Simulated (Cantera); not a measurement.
A closed system holds: 1 mol trisilylamine, 0.36 mol NH3, 10 mol N2, held at 650 °C and 1.90 mbar.

These are equilibrium values from Cantera (NASA tables, ideal gas, pure condensed phases), not measurements of a reactor. Candidate condensed phases: Si, Si3N4; 18 gas species. The feed counts by its element totals alone. Rates play no part.

Base state: N2 0.633, H2 0.367 (mole fractions); condensed: Si3N4(s).

Task: What changes in the equilibrium state with this change: temperature from 650 °C to 1727 °C?

Result: 
| species | before | after |
|---|---|---|
| N2 | 0.633 | 0.656 |
| H2 | 0.367 | 0.299 |
| Si | <1e-9 | 0.0229 |
| H | 3.42e-9 | 0.0204 |
| SiH | <1e-9 | 0.000371 |
| Si2N | <1e-9 | 0.000277 |
| Si3N4(s), mol | 1.00 | 0 |
| Si(l), mol | 0 | 2.60 |
The tables' values for SiN are old estimates; treat these amounts as uncertain. Gases not in the tables: Si2H6 and higher silanes.
